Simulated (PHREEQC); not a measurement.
Dissolve 0.0028 mol CaCl2, 0.00047 mol Na2SO4 and 0.09 mol KCl per kg of water at 20 °C. Closed to the air; pH follows from the charge balance.

Model: ion-association model, phreeqc.dat, run in PHREEQC.

| quantity | before | after |
|---|---|---|
| pH | 7.06 | 6.17 |
| SO4-2 (mol/kgw) | 0.000367 | 0.000363 |
| KSO4- (mol/kgw) | 7.73e-5 | 7.66e-5 |
| HSO4- (mol/kgw) | 1.33e-9 | 1.03e-8 |
| SI of Sylvite (KCl) | -3.17 | -3.17 |

What was changed between the two runs?
A. KCl from 0.09 to 0.009 mol/kgw
B. CaCl2 replaced by FeCl2 at the same molality
C. 0.026 mol/kgw HBr added
D. Na2SO4 replaced by ZnSO4 at the same molality
E. temperature from 20 to 45 °C

D, Na2SO4 replaced by ZnSO4 at the same molality

No solid was allowed to form.
